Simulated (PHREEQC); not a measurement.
Make-up at 39 °C: 0.13 mol/kgw NiCl2 and 0.22 mol/kgw K2CO3. Closed to the air; pH follows from the charge balance.

The numbers come from PHREEQC with the ion-association model, wateq4f.dat.

No solid was allowed to form.

Task: Order these C species by the share of C that they hold, largest first: CO3-2, Ni(CO3)2-2, HCO3-, NiCO3.

Result: Ni(CO3)2-2 (80 %), NiCO3 (19 %), CO3-2 (0.64 %), HCO3- (0.38 %)

Task: Order these Ni species by the share of Ni that they hold, largest first: Ni(CO3)2-2, Ni(OH)2, NiCO3.

Result: Ni(CO3)2-2 (68 %), NiCO3 (32 %), Ni(OH)2 (0.11 %)

The pH is 9.96 and the ionic strength 0.530 mol/kgw. Complexes and solids missing from the database can't appear. In wateq4f.dat the enthalpy of Ni(OH)2 has the wrong sign, so its saturation index can't be trusted away from 25 °C. Away from 25 °C the constants follow the database's enthalpies or fits; those with neither stay at their 25 °C values. The database's nickel carbonate constants are estimates that later reviews lower a good deal.
